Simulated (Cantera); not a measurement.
**Adiabatic ignition**

An adiabatic, constant-volume homogeneous reactor starts with CO : H₂ : CH₄ : O₂ : N₂ : CO₂ = 1 : 1.1 : 0.22 : 2.26 : 8.49 : 1.5 (molar parts), at 1400 K and 750 Torr.

Computed with Cantera and GRI-Mech 3.0 (53 species, 325 reactions).

| t (s) | T (K) | P (bar) | x CO | x H₂ | x CH₄ | x O | x OH | x C₂H₆ | x CO₂ |
|---|---|---|---|---|---|---|---|---|---|
| 1.00e-6 | 1400 | 1.00 | 0.0686 | 0.0755 | 0.0151 | 9.06e-9 | 5.33e-9 | <1e-12 | 0.103 |
| 3.15e-6 | 1400 | 1.00 | 0.0686 | 0.0755 | 0.0151 | 4.02e-8 | 3.06e-8 | <1e-12 | 0.103 |
| 9.92e-6 | 1400 | 1.00 | 0.0686 | 0.0755 | 0.0151 | 5.76e-7 | 4.65e-7 | 8.95e-11 | 0.103 |
| 3.12e-5 | 1424 | 1.02 | 0.0690 | 0.0713 | 0.0130 | 0.000522 | 0.000561 | 4.41e-5 | 0.103 |
| 9.84e-5 | 2268 | 1.57 | 0.0523 | 0.00593 | <1e-12 | 0.0115 | 0.0153 | <1e-12 | 0.140 |
| 0.000310 | 2568 | 1.74 | 0.0316 | 0.00300 | <1e-12 | 0.00489 | 0.0130 | <1e-12 | 0.165 |
| 0.000976 | 2592 | 1.76 | 0.0293 | 0.00276 | <1e-12 | 0.00438 | 0.0125 | <1e-12 | 0.167 |
| 0.00307 | 2587 | 1.75 | 0.0290 | 0.00274 | <1e-12 | 0.00422 | 0.0123 | <1e-12 | 0.168 |
| 0.00968 | 2580 | 1.75 | 0.0287 | 0.00272 | <1e-12 | 0.00400 | 0.0119 | <1e-12 | 0.168 |
| 0.0305 | 2578 | 1.75 | 0.0286 | 0.00271 | <1e-12 | 0.00394 | 0.0118 | <1e-12 | 0.168 |
| 0.0960 | 2578 | 1.75 | 0.0286 | 0.00271 | <1e-12 | 0.00394 | 0.0118 | <1e-12 | 0.168 |
| 0.302 | 2578 | 1.75 | 0.0286 | 0.00271 | <1e-12 | 0.00394 | 0.0118 | <1e-12 | 0.168 |
| 0.953 | 2578 | 1.75 | 0.0286 | 0.00271 | <1e-12 | 0.00394 | 0.0118 | <1e-12 | 0.168 |
| 3.00 | 2578 | 1.75 | 0.0286 | 0.00271 | <1e-12 | 0.00394 | 0.0118 | <1e-12 | 0.168 |
x: mole fraction; the columns are a selection and need not sum to one.

```yaml
time_of_steepest_temperature_rise: 38.0 µs
temperature at 3.00 s: 2578 K
equilibrium_temperature: 2578 K
x(CO) at 3.00 s: 0.0286 (gas-phase equilibrium 0.0286)
x(H₂) at 3.00 s: 0.00271 (gas-phase equilibrium 0.00271)
x(CH₄) at 3.00 s: <1e-12 (gas-phase equilibrium <1e-12)
```
